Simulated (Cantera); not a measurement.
Charge: 1 mol Zr, 0.78 mol O2, 55 mol H2, 0.58 mol N2O, held at 2050 K and 10000 Pa.

Cantera equilibrium calculation (NASA polynomials, part measured and part estimated; ideal gas, pure solids and liquids). Candidate condensed phases: H2O, Zr, ZrN, ZrO2; 28 gas species. Kinetics and transport are ignored.

Q: What is the equilibrium state?

A: 
- x(H2) = 0.980
- x(N2) = 0.0104
- x(H) = 0.00710
- x(H2O) = 0.00251
- x(OH) = 1.99e-6
- n(ZrO2(tetragonal)) = 1.00 mol
- gas amount = 55.78 mol
- log10 activity of Zr(β) (absent) = -6.39
